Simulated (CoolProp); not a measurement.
Saturation properties of neopentane.

Computed with CoolProp (reference Helmholtz-energy equation of state, Lemmon 2006). It is a short technical equation, of lower accuracy than the large ones.

| T (K) | p (MPa) | vapour density (kg/m³) | liquid cp (kJ/(kg K)) |
|---|---|---|---|
| 325.3 | 0.3767 | 11.31 | 2.483 |
| 337.5 | 0.5128 | 15.30 | 2.571 |
| 349.8 | 0.6838 | 20.43 | 2.668 |
| 362 | 0.8915 | 26.89 | 2.779 |
| 374.3 | 1.144 | 35.20 | 2.912 |
| 386.5 | 1.443 | 45.88 | 3.081 |
| 398.7 | 1.797 | 60.10 | 3.321 |
| 411 | 2.215 | 80.34 | 3.746 |
| 423.2 | 2.702 | 112.8 | 4.966 |

It boils at 282.7 K under 1 atm.
